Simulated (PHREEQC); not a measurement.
## Spent oxide etchant (model solution)

Dissolve 0.0069 mol/kgw HF, 0.022 mol/kgw H2SiF6, 0.23 mol/kgw H3BO3 and 0.00061 mol/kgw H2SO4 at 15 °C. Closed to the air; pH follows from the charge balance.

All values are PHREEQC results (ion-association model, wateq4f.dat), not measurements.

Precipitation was switched off in this run.

**Question.** What pH, ionic strength does the model give?

**Answer.** pH 1.47; ionic strength 0.0456 mol/kgw.

**Question.** In which forms is S present?

**Answer.** HSO4- 61 %, SO4-2 39 % of the S.

Saturation is exceeded, for instance for SiO2(a), Quartz (slow to form); the values hold only as long as no solid forms. Complexes and solids missing from the database can't appear. SiF6-2 is the database's only silicon fluoride. Real BF4- forms and hydrolyses slowly; the run takes it at equilibrium.
